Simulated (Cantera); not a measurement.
# Ignition delay

Mixture: 4.32 % CH4, 20.1 % O2, 75.6 % N2, equivalence ratio 0.43, at 1.00 bar, adiabatic and at constant volume. Ignition delay is the time to a rise of 400 K.

Computed with Cantera and GRI-Mech 3.0 (53 species, 325 reactions).

```json
[
 {"T0 (K)": "1098", "delay (ms)": "135"},
 {"T0 (K)": "1173", "delay (ms)": "42.5"},
 {"T0 (K)": "1248", "delay (ms)": "14.7"},
 {"T0 (K)": "1323", "delay (ms)": "5.60"},
 {"T0 (K)": "1398", "delay (ms)": "2.37"},
 {"T0 (K)": "1473", "delay (ms)": "1.11"},
 {"T0 (K)": "1548", "delay (ms)": "0.575"}
]
```

```
Property                                                Result
--------------------------------------------------  ----------
apparent activation energy between 1398 and 1548 K  170 kJ/mol
```
